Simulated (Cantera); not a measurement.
What does this Cantera script print?

```python
import numpy as np
import cantera as ct

gas = ct.Solution("gri30.yaml")
gas.TPX = 1248, 1100000, {'CH4': 1, 'O2': 3.77, 'N2': 14.2, 'H2O': 0.45}
reactor = ct.IdealGasReactor(gas, energy="on", clone=False)
net = ct.ReactorNet([reactor])
net.rtol, net.atol = 1e-08, 1e-16
show = ['CH4', 'O2', 'H2O', 'CO', 'HO2']
times = np.geomspace(3e-06, 7, 11)

steps = ct.SolutionArray(gas, extra=["t"])
rows = []
print(f"{'t/s':>10s}{'T/K':>9s}{'P/Pa':>11s}" + "".join(f"{s:>11s}" for s in show))
for t in times:
    while net.time < t:
        t_next = net.step()
        steps.append(gas.state, t=t_next)
    rows.append([np.interp(t, steps.t, y) for y in (steps.T, steps.P, *steps(*show).X.T)])
    print(f"{t:10.3e}{rows[-1][0]:9.1f}{rows[-1][1]:11.4g}" + "".join(f"{x:11.3e}" for x in rows[-1][2:]))
rate = np.gradient(steps.T, steps.t)
print("integrator steps:", len(steps.t))
if steps.T.max() > steps.T[0] + 200:
    print(f"time of steepest temperature rise: {steps.t[rate.argmax()]:.4e} s")
gas.TPX = 1248, 1100000, {'CH4': 1, 'O2': 3.77, 'N2': 14.2, 'H2O': 0.45}
gas.equilibrate("UV")
print(f"equilibrium (UV): T = {gas.T:.1f} K  " + "  ".join(f"{s} {gas[s].X[0]:.3e}" for s in show))
```

It prints:

```
       t/s      T/K       P/Pa        CH4         O2        H2O         CO        HO2
 3.000e-06   1248.0    1.1e+06  5.149e-02  1.941e-01  2.317e-02  1.974e-13  3.630e-08
 1.300e-05   1248.0    1.1e+06  5.149e-02  1.941e-01  2.317e-02  1.727e-11  1.538e-07
 5.633e-05   1248.0    1.1e+06  5.149e-02  1.941e-01  2.317e-02  1.978e-09  6.063e-07
 2.441e-04   1248.2    1.1e+06  5.146e-02  1.941e-01  2.320e-02  5.193e-07  1.892e-06
 1.058e-03   1253.4  1.105e+06  5.074e-02  1.936e-01  2.381e-02  8.876e-05  9.983e-06
 4.583e-03   2511.4   2.22e+06  2.483e-18  8.454e-02  1.221e-01  1.434e-03  1.784e-05
 1.986e-02   2503.6  2.213e+06  2.272e-18  8.291e-02  1.222e-01  1.392e-03  1.722e-05
 8.604e-02   2503.6  2.213e+06  2.272e-18  8.291e-02  1.222e-01  1.392e-03  1.722e-05
 3.728e-01   2503.6  2.213e+06  2.272e-18  8.291e-02  1.222e-01  1.392e-03  1.722e-05
 1.615e+00   2503.6  2.213e+06  2.272e-18  8.291e-02  1.222e-01  1.392e-03  1.722e-05
 7.000e+00   2503.6  2.213e+06  2.272e-18  8.291e-02  1.222e-01  1.392e-03  1.722e-05
integrator steps: 2128
time of steepest temperature rise: 1.7973e-03 s
equilibrium (UV): T = 2503.6 K  CH4 3.276e-18  O2 8.291e-02  H2O 1.222e-01  CO 1.392e-03  HO2 1.722e-05
```

Computed with Cantera and GRI-Mech 3.0 (53 species, 325 reactions).
